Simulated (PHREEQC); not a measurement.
Solution (83 °C): 0.041 mol ZnSO4, 0.00086 mol H3BO3 and 0.0041 mol MnSO4 per kg of water. Closed to the air; pH follows from the charge balance.

All values are PHREEQC results (ion-association model, phreeqc.dat), not measurements.

**Question.** The ionic strength comes out as 0.0926 mol/kgw. What activity coefficients do Mn+2, HSO4-, SO4-2, H+, Zn+2 get?

**Answer.** Mn+2 0.37, HSO4- 0.76, SO4-2 0.34, H+ 0.81, Zn+2 0.35.

This is a speciation only: nothing precipitates in the calculation. Away from 25 °C the constants follow the database's enthalpies or fits; those with neither stay at their 25 °C values.
